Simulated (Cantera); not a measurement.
Input (Python, Cantera) and output of one run.

```python
import numpy as np
import cantera as ct

gas_names = [...]  # 109 gases of nasa_gas.yaml made of C, Cl, H, Si
cond_names = """
    C(gr) C6H6(L) C7H8(L) C8H18(L),n-octa Si(cr) Si(L) SiC(b)
""".split()


# ... load() reads the species with a 1 bar reference pressure and builds the phases ...
atoms = {
    '(CH3)2SiCl2': {'C': 2, 'H': 6, 'Si': 1, 'CL': 2},
    'C2H2': {'C': 2, 'H': 2},
    'H2': {'H': 2},
}
top_T = {'C(gr)': 4500, 'SiC(b)': 3050}  # K; cautious upper limits of use, not melting points


# ... equilibrate(T, P, feed) seeds the gas with the atoms and calls Mixture.equilibrate('TP', solver="vcs", rtol=1e-11, max_steps=5000) ...
results = []
feed = {'(CH3)2SiCl2': 1, 'C2H2': 0.51, 'H2': 3}  # mol
T = 2000  # K
for P in [100, 240, 560, 1300, 3200, 7500, 18000, 42000, 100000]:
    mix = equilibrate(T, P, feed)
    results.append((T, P, feed, dict(zip(mix.species_names, mix.species_moles))))
    x = sorted(zip(gas.X, gas.species_names), reverse=True)
    print(f"T = {T:g} K  P = {P:g} Pa  gas = {mix.phase_moles(0):.4g} mol")
    print("   x: " + "  ".join(f"{s} {v:.3e}" for v, s in x if v > 1e-05))
    print("   condensed (mol): " + ("  ".join(f"{mix.phase(i).name} {mix.phase_moles(i):.4g}"
          for i in range(1, mix.n_phases) if mix.phase_moles(i) > 1e-12) or "none"))
```

Result:

```
T = 2000 K  P = 100 Pa  gas = 7.74 mol
   x: H2 7.050e-01  HCL 2.280e-01  H 4.318e-02  CL 1.040e-02  SiCL2 9.681e-03  Si 2.387e-03  SiCL 6.094e-04  C2H2,acetylene 5.416e-04  SiC2 9.884e-05  Si2C 6.545e-05  SiH 4.300e-05  SiCL3 1.910e-05
   condensed (mol): C(gr) 2.11  SiC(b) 0.8996
T = 2000 K  P = 240 Pa  gas = 7.653 mol
   x: H2 7.189e-01  HCL 2.340e-01  H 2.815e-02  SiCL2 1.000e-02  CL 6.823e-03  Si 9.948e-04  C2H2,acetylene 5.523e-04  SiCL 3.998e-04  SiC2 4.118e-05  SiCL3 3.107e-05  SiH 2.803e-05  Si2C 2.727e-05
   condensed (mol): C(gr) 2.099  SiC(b) 0.9116
T = 2000 K  P = 560 Pa  gas = 7.602 mol
   x: H2 7.276e-01  HCL 2.378e-01  H 1.854e-02  SiCL2 1.020e-02  CL 4.511e-03  C2H2,acetylene 5.590e-04  Si 4.263e-04  SiCL 2.643e-04  SiCL3 4.889e-05  SiH 1.846e-05  SiC2 1.765e-05  Si2C 1.169e-05
   condensed (mol): C(gr) 2.095  SiC(b) 0.9163
T = 2000 K  P = 1300 Pa  gas = 7.569 mol
   x: H2 7.333e-01  HCL 2.402e-01  H 1.221e-02  SiCL2 1.033e-02  CL 2.979e-03  C2H2,acetylene 5.633e-04  Si 1.837e-04  SiCL 1.746e-04  SiCL3 7.590e-05  SiH 1.216e-05
   condensed (mol): C(gr) 2.093  SiC(b) 0.9183
T = 2000 K  P = 3200 Pa  gas = 7.547 mol
   x: H2 7.372e-01  HCL 2.418e-01  SiCL2 1.041e-02  H 7.805e-03  CL 1.907e-03  C2H2,acetylene 5.663e-04  SiCL3 1.205e-04  SiCL 1.117e-04  Si 7.461e-05
   condensed (mol): C(gr) 2.092  SiC(b) 0.9189
T = 2000 K  P = 7500 Pa  gas = 7.534 mol
   x: H2 7.396e-01  HCL 2.427e-01  SiCL2 1.045e-02  H 5.107e-03  CL 1.248e-03  C2H2,acetylene 5.682e-04  SiCL3 1.856e-04  SiCL 7.312e-05  Si 3.183e-05  CH4 1.741e-05
   condensed (mol): C(gr) 2.092  SiC(b) 0.9189
T = 2000 K  P = 18000 Pa  gas = 7.524 mol
   x: H2 7.413e-01  HCL 2.431e-01  SiCL2 1.047e-02  H 3.300e-03  CL 8.060e-04  C2H2,acetylene 5.695e-04  SiCL3 2.881e-04  SiCL 4.723e-05  CH4 4.199e-05  Si 1.326e-05  SiHCL3 1.084e-05
   condensed (mol): C(gr) 2.093  SiC(b) 0.9184
T = 2000 K  P = 42000 Pa  gas = 7.517 mol
   x: H2 7.426e-01  HCL 2.431e-01  SiCL2 1.045e-02  H 2.162e-03  C2H2,acetylene 5.704e-04  CL 5.272e-04  SiCL3 4.390e-04  CH4 9.829e-05  SiCL 3.089e-05  SiHCL3 2.525e-05  SiCL4 2.120e-05
   condensed (mol): C(gr) 2.093  SiC(b) 0.9174
T = 2000 K  P = 100000 Pa  gas = 7.511 mol
   x: H2 7.435e-01  HCL 2.427e-01  SiCL2 1.040e-02  H 1.402e-03  SiCL3 6.725e-04  C2H2,acetylene 5.712e-04  CL 3.409e-04  CH4 2.347e-04  SiHCL3 5.973e-05  SiCL4 5.000e-05  SiCL 1.997e-05  SiH2CL2 1.380e-05
   condensed (mol): C(gr) 2.094  SiC(b) 0.9157
```

Equilibrium computed with Cantera from the NASA thermochemical tables; the gas is ideal and each condensed phase is pure. The feed counts by its element totals alone. The tables' values for SiCl3, SiCl are old estimates; treat these amounts as uncertain.
